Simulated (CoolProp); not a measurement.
C2F6 (R116) at several states: density (kg/m³) from the reference equation and from simpler models built on Tc = 19.9 °C, pc = 3.048 MPa, ω = 0.257; each cubic takes its own stable root.

Model: reference Helmholtz-energy equation of state, Lemmon 2006, in CoolProp. It is a short technical equation, of lower accuracy than the large ones.

```
T (°C)  p (MPa)   phase  reference  van der Waals  Redlich-Kwong  Soave-Redlich-Kwong  Peng-Robinson
------  -------  ------  ---------  -------------  -------------  -------------------  -------------
124.05     0.74     gas      31.77          32.01              ?                31.74          31.95
-82.15     3.13  liquid       1636           1053           1523                 1571           1773
148.15    0.978     gas          ?          40.06          39.96                    ?          39.85
-70.05     1.24  liquid       1575           1001           1450                 1506           1703
```

Problem. Complete the blanks.

Solution. 
- 124.05, Redlich-Kwong: 31.98
- 148.15, reference: 39.61
- 148.15, Soave-Redlich-Kwong: 39.53
